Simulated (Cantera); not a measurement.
Predominance diagram of Li at 1400 K against the partial pressures of O2 and Cl2 (log10, bar). Source: NASA polynomial tables (part measured, part estimated), evaluated in Cantera. Candidates: Li(l), LiCl(l), Li2O(s). Only these pure phases compete in this equilibrium. Not in the tables: the peroxide.

```
log p(Cl2) \ log p(O2)
        columns: -19, -18, -17, -16, -15, -14, -13, -12, -11, -10, -9, -8, -7, -6, -5, -4, -3, -2, -1, 0
      0  A A A A A A A A A A A A A A A A A A A A
   -2.5  A A A A A A A A A A A A A A A A A A A A
     -5  A A A A A A A A A A A A A A A A A A A A
   -7.5  A A A A A A A A A A A A A A A A A A A A
    -10  A A A A A A A A A A A A A A A B B B B B
  -12.5  A A A A A A A A A A B B B B B B B B B B
    -15  A A A A A B B B B B B B B B B B B B B B
  -17.5  B B B B B B B B B B B B B B B B B B B B
    -20  B B B B B B B B B B B B B B B B B B B B
  -22.5  B B B B B B B B B B B B B B B B B B B B
    -25  B B B B B B B B B B B B B B B B B B B B
```

A: LiCl(l); B: Li2O(s).
